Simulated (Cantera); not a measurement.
An adiabatic, constant-pressure homogeneous reactor starts with CO : H2 : CH4 : O2 : N2 = 1 : 0.81 : 0.71 : 3.18 : 12 (molar parts), at 950 K and 2300000 Pa. Integrator tolerance rtol = 1e-08.

Cantera simulation using GRI-Mech 3.0 (53 species, 325 reactions); the numbers are that mechanism's predictions, not measurements. The pressure lies above the range GRI-Mech 3.0 was tuned for (to about 10 atm). Below about 1000 K GRI-Mech 3.0 lacks low-temperature oxidation paths.

Task: What does this change do: initial temperature 950 to 1098 K?

Result: 
```
quantity                                                              before                                      after
---------------------------------  -----------------------------------------  -----------------------------------------
time of steepest temperature rise                                    21.6 ms                                   0.887 ms
temperature at 2.00 s                                                 2467 K                                     2568 K
equilibrium temperature                                               2467 K                                     2568 K
x(CO) at 2.00 s                      0.00297 (gas-phase equilibrium 0.00297)    0.00494 (gas-phase equilibrium 0.00494)
x(H2) at 2.00 s                    0.000639 (gas-phase equilibrium 0.000639)    0.00103 (gas-phase equilibrium 0.00103)
x(CH4) at 2.00 s                       <1e-12 (gas-phase equilibrium <1e-12)      <1e-12 (gas-phase equilibrium <1e-12)
x(CH2CO) at 2.00 s                     <1e-12 (gas-phase equilibrium <1e-12)      <1e-12 (gas-phase equilibrium <1e-12)
x(HCO) at 2.00 s                     1.17e-9 (gas-phase equilibrium 1.17e-9)    3.32e-9 (gas-phase equilibrium 3.32e-9)
x(CH2O) at 2.00 s                  1.75e-11 (gas-phase equilibrium 1.75e-11)  4.68e-11 (gas-phase equilibrium 4.68e-11)
```
